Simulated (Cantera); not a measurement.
Feed: 1 mol MgCO3, 0.37 mol SO3, 0.44 mol H2O, held at 950 °C and 28.5 Torr.

Equilibrium computed with Cantera from the NASA thermochemical tables; the gas is ideal and each condensed phase is pure. Candidate condensed phases: C, C6H6, C7H8, C8H18, H2O, H2SO4, Mg, MgCO3, MgO, Mg(OH)2, MgS, MgSO4, S; 130 gas species. Rates play no part.

Base state: CO2 0.502, H2O 0.221, SO2 0.183, O2 0.0917, SO3 0.00232, OH 1.11e-5 (mole fractions); condensed: MgO(s).

Question: What changes in the equilibrium state with this change: MgCO3 replaced by Fe2O3?

Answer: 
```json
[
 {"species": "H2O", "before": "0.221", "after": "0.444"},
 {"species": "SO2", "before": "0.183", "after": "0.367"},
 {"species": "O2", "before": "0.0917", "after": "0.183"},
 {"species": "CO2", "before": "0.502", "after": "0"},
 {"species": "SO3", "before": "0.00232", "after": "0.00655"},
 {"species": "OH", "before": "1.11e-5", "after": "1.88e-5"},
 {"species": "MgO(s), mol", "before": "1.00", "after": "0"},
 {"species": "Fe2O3(s), mol", "before": "0", "after": "1.00"}
]
```
Further candidate phases: Fe, FeO, Fe(OH)2, Fe(OH)3, FeS, FeSO4, FeS2, Fe2O3, Fe2(SO4)3, Fe3O4.
